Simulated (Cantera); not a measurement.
Input: 1 mol SiF4, 6.2 mol N2, at 502 °C and 5.40 Pa.

Method: chemical equilibrium by Gibbs-energy minimisation in Cantera with the NASA 1993 tables (ideal gas, pure condensed phases). Candidate condensed phases: Si, Si3N4; 16 gas species. Rates play no part.

Base state: N2 0.861, SiF4 0.139 (mole fractions); condensed: gas only.

Question: What changes in the equilibrium state with this change: temperature from 502 °C to 1602 °C?

Answer: 
```csv
species,before,after
N2,0.861,0.859
SiF4,0.139,0.136
F,<1e-9,0.00263
SiF3,<1e-9,0.00259
SiF2,<1e-9,1.66e-5
```
The tables' values for SiF3, SiF2 are old estimates; treat these amounts as uncertain.
